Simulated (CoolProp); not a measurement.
A single-stage vapour-compression cycle with cyclopentane: evaporating at 273.15 K (dew point), condensing at 330.15 K (bubble point), superheat 0 K, subcooling 5 K, compressor efficiency 0.6, no pressure losses. Each further row changes one setting.

Model: reference Helmholtz-energy equation of state, Gedanitz 2015, in CoolProp.

```tsv
case	cooling COP	pressure ratio	discharge temperature (K)	refrigerating effect (kJ/kg)	volumetric capacity (kJ/m³)
as stated	2.50	9.12	375.1	329	146
evaporating temperature 278.15 K	2.84	7.20	369.8	334	184
condensing temperature 325.15 K	2.79	7.79	368.3	339	150
subcooling 10 K	2.58	9.12	375.1	339	150
superheat 10 K	2.50	9.12	384.7	340	145
compressor efficiency 0.5	2.09	9.12	391.2	329	146
```
